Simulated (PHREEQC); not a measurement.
Dissolve 0.26 mol/kgw Na2SO4 and 0.012 mol/kgw H3BO3 at 20 °C. Closed to the air; pH follows from the charge balance.

Equilibrium calculation in PHREEQC: Pitzer model, pitzer.dat.

Precipitation was switched off in this run.

Estimate the pH, activity of water, osmotic coefficient.

pH 5.84; activity of water 0.990; osmotic coefficient 0.731.

Species that the database lacks are ignored.
